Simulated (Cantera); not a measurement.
A Cantera script and what it prints.

```python
import numpy as np
import cantera as ct

gas_names = """
    B BF BF2 BF3 BH BHF2 BH2 BH3 BN B2 F F2 H HF H2 H2F2 H3F3 H4F4 H5F5 H6F6 H7F7 N NF NF2 NF3 NH NH2
    NH3 N2 N2H2 N2H4
""".split()
cond_names = """
    B(b) B(L) BN(s)
""".split()


def load(file, names, dense=False):
    # The tables refer to 1 bar. Condensed volumes are neglected.
    table = {s.name: s for s in ct.Species.list_from_file(file)}
    out = []
    for n in names:
        d = dict(table[n].input_data)
        d["thermo"] = dict(d["thermo"], **{"reference-pressure": 1e5})
        if dense:
            d["equation-of-state"] = {"model": "constant-volume", "density": "1e6 g/cm^3"}
        out.append(ct.Species.from_dict(d))
    return out


gas = ct.Solution(thermo="ideal-gas", species=load("nasa_gas.yaml", gas_names))
cond = {s.name: ct.Solution(thermo="fixed-stoichiometry", species=[s], name=s.name)
        for s in load("nasa_condensed.yaml", cond_names, dense=True)}
atoms = {
    'BF3': {'B': 1, 'F': 3},
    'H2': {'H': 2},
    'N2': {'N': 2},
}
top_T = {'BN(s)': 3200}  # K; cautious upper limits of use, not melting points


def equilibrate(T, P, feed):
    n = {}
    for name, mol in feed.items():
        for a, k in atoms[name].items():
            n[a] = n.get(a, 0.0) + k * mol
    gas.TPX = T, P, n
    mass = sum(n.values()) * gas.mean_molecular_weight
    gas.equilibrate("TP")
    valid = [c for c in cond.values() if c.min_temp <= T <= top_T.get(c.name, c.max_temp)]
    mix = ct.Mixture([(gas, mass / gas.mean_molecular_weight)] + [(c, 0.0) for c in valid])
    mix.T, mix.P = T, P
    mix.equilibrate("TP", solver="vcs", rtol=1e-11, max_steps=5000)
    return mix


results = []
T = 1175  # K
P = 13332.2  # Pa
for m in [5.4, 6.6, 8.2, 10, 13, 16, 20, 24, 30, 37, 46]:
    feed = {'BF3': 1, 'H2': 2.1, 'N2': m}  # mol
    mix = equilibrate(T, P, feed)
    results.append((T, P, feed, dict(zip(mix.species_names, mix.species_moles))))
    x = sorted(zip(gas.X, gas.species_names), reverse=True)
    print(f"T = {T:g} K  P = {P:g} Pa  n(N2) = {m:g} mol  gas = {mix.phase_moles(0):.4g} mol")
    print("   x: " + "  ".join(f"{s} {v:.3e}" for v, s in x if v > 0.0001))
    print("   condensed (mol): " + ("  ".join(f"{mix.phase(i).name} {mix.phase_moles(i):.4g}"
          for i in range(1, mix.n_phases) if mix.phase_moles(i) > 1e-12) or "none"))
```

Output:

```
T = 1175 K  P = 13332.2 Pa  n(N2) = 5.4 mol  gas = 8.5 mol
   x: N2 6.330e-01  H2 2.400e-01  BF3 1.129e-01  HF 1.393e-02
   condensed (mol): BN(s) 0.03918
T = 1175 K  P = 13332.2 Pa  n(N2) = 6.6 mol  gas = 9.7 mol
   x: N2 6.783e-01  H2 2.101e-01  BF3 9.883e-02  HF 1.261e-02
   condensed (mol): BN(s) 0.0405
T = 1175 K  P = 13332.2 Pa  n(N2) = 8.2 mol  gas = 11.3 mol
   x: N2 7.238e-01  H2 1.802e-01  BF3 8.471e-02  HF 1.121e-02
   condensed (mol): BN(s) 0.04197
T = 1175 K  P = 13332.2 Pa  n(N2) = 10 mol  gas = 13.1 mol
   x: N2 7.617e-01  H2 1.553e-01  BF3 7.297e-02  HF 9.989e-03
   condensed (mol): BN(s) 0.04336
T = 1175 K  P = 13332.2 Pa  n(N2) = 13 mol  gas = 16.1 mol
   x: N2 8.060e-01  H2 1.262e-01  BF3 5.925e-02  HF 8.480e-03
   condensed (mol): BN(s) 0.04527
T = 1175 K  P = 13332.2 Pa  n(N2) = 16 mol  gas = 19.1 mol
   x: N2 8.365e-01  H2 1.062e-01  BF3 4.987e-02  HF 7.392e-03
   condensed (mol): BN(s) 0.04683
T = 1175 K  P = 13332.2 Pa  n(N2) = 20 mol  gas = 23.1 mol
   x: N2 8.647e-01  H2 8.773e-02  BF3 4.116e-02  HF 6.336e-03
   condensed (mol): BN(s) 0.04856
T = 1175 K  P = 13332.2 Pa  n(N2) = 24 mol  gas = 27.1 mol
   x: N2 8.847e-01  H2 7.470e-02  BF3 3.503e-02  HF 5.562e-03
   condensed (mol): BN(s) 0.05002
T = 1175 K  P = 13332.2 Pa  n(N2) = 30 mol  gas = 33.1 mol
   x: N2 9.056e-01  H2 6.107e-02  BF3 2.863e-02  HF 4.720e-03
   condensed (mol): BN(s) 0.05187
T = 1175 K  P = 13332.2 Pa  n(N2) = 37 mol  gas = 40.1 mol
   x: N2 9.220e-01  H2 5.035e-02  BF3 2.358e-02  HF 4.030e-03
   condensed (mol): BN(s) 0.05366
T = 1175 K  P = 13332.2 Pa  n(N2) = 46 mol  gas = 49.1 mol
   x: N2 9.363e-01  H2 4.106e-02  BF3 1.922e-02  HF 3.408e-03
   condensed (mol): BN(s) 0.05558
```

These are equilibrium values from Cantera (NASA tables, ideal gas, pure condensed phases), not measurements of a reactor. N2 is the only nitrogen source here; it is nearly inert below about 1500 K, so the nitride shown seldom forms there in practice.
